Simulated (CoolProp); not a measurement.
Propylene along the isotherm 380.2 K: fugacity coefficient from the reference equation and from simpler models built on Tc = 364.2 K, pc = 4.555 MPa, ω = 0.146; each cubic takes its own stable root.

The numbers come from the reference Helmholtz-energy equation of state, Lemmon 2013 in CoolProp.

```
p (MPa)          phase  reference  van der Waals  Redlich-Kwong  Peng-Robinson
-------  -------------  ---------  -------------  -------------  -------------
3.5                gas     0.7781         0.7960         0.7777         0.7600
7.01     supercritical     0.5537         0.5730         0.5568         0.5393
10.5     supercritical     0.4211         0.4541         0.4311         0.4131
14       supercritical     0.3549         0.3977         0.3678         0.3486
17.5     supercritical     0.3170         0.3684         0.3316         0.3109
21       supercritical     0.2936         0.3534         0.3094         0.2871
24.5     supercritical     0.2789         0.3473         0.2957         0.2716
28       supercritical     0.2697         0.3472         0.2875         0.2614
31.5     supercritical     0.2644         0.3516         0.2832         0.2549
35       supercritical     0.2621         0.3598         0.2817         0.2512
38.5     supercritical     0.2619         0.3711         0.2825         0.2495
42       supercritical     0.2636         0.3854         0.2852         0.2496
45.5     supercritical     0.2668         0.4023         0.2895         0.2510
```
